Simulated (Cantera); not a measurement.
An adiabatic, constant-volume homogeneous reactor starts with CH4 : H2 : O2 : N2 : CO2 = 1 : 0.085 : 1.7 : 11.9 : 0.96 (molar parts), at 1375 K and 0.987 atm.

Detailed kinetics in Cantera: GRI-Mech 3.0 (53 species, 325 reactions).

Problem. Predict: time of steepest temperature rise; temperature at 1.00 s; equilibrium temperature; x(H2) at 1.00 s; x(O2) at 1.00 s; x(HCO) at 1.00 s.

Solution. 
```json
{
  "time_of_steepest_temperature_rise": "5.57 ms",
  "temperature at 1.00 s": "2510 K",
  "equilibrium_temperature": "2510 K",
  "x(H2) at 1.00 s": "0.0101 (gas-phase equilibrium 0.0101)",
  "x(O2) at 1.00 s": "0.00280 (gas-phase equilibrium 0.00280)",
  "x(HCO) at 1.00 s": "2.18e-8 (gas-phase equilibrium 2.18e-8)"
}
```
